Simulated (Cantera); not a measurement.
Thermodynamics of boron, boron nitride and boron oxide, feed BCl3 + H2O + N2

Charge: 1 mol BCl3, 1.4 mol H2O, a varied amount of N2, at 0.100 bar.

Cantera equilibrium calculation (NASA polynomials, part measured and part estimated; ideal gas, pure solids and liquids). Candidate condensed phases: B, BN, B2O3, B3O3H3, H2O, NH4Cl; 49 gas species. The tables' values for BCl2 are old estimates. Gases not in the tables: H3BO3. Equilibrium is a limit: real reactors are often held back by kinetics, nucleation or transport.

Stable condensed phases:

```
T in K \ n(N2) in mol
         0.58  1.2  2.6  5.4   11   24   50  110
   1748     A    A    A    A    A    B    B    B
   1698     A    A    A    A    A    A    B    B
   1648     A    A    A    A    A    A    A    B
   1598     A    A    A    A    A    A    A    A
   1548     A    A    A    A    A    A    A    A
   1498     A    A    A    A    A    A    A    A
   1448     A    A    A    A    A    A    A    A
   1398     A    A    A    A    A    A    A    A
   1348     A    A    A    A    A    A    A    A
   1298     A    A    A    A    A    A    A    A
```

A: B2O3; B: gas only.
